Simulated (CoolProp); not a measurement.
Vapour-liquid equilibrium of carbon dioxide (1) + R124 (2) at 238.5 K; x and y are mole fractions of (1).

Values from CoolProp's multi-fluid Helmholtz-energy mixture model, Span 1996 and de Vries 1995; pair parameters Bell 2016.

### Question
Give the bubble pressure and the first vapour's composition at x = 0.15, 0.65, 0.85. Is there an azeotrope?

### Answer
x = 0.15: 206.3 kPa, y = 0.844; x = 0.65: 746.6 kPa, y = 0.977; x = 0.85: 1007 kPa, y = 0.992. No azeotrope shows between x = 0.05 and 0.95.

Pair parameters are fitted to limited data, so mixtures are less certain than the pure fluids. The gap from Raoult's law changes sign with composition, which may be real or a fault of the pair parameters; it wasn't checked against measurements.
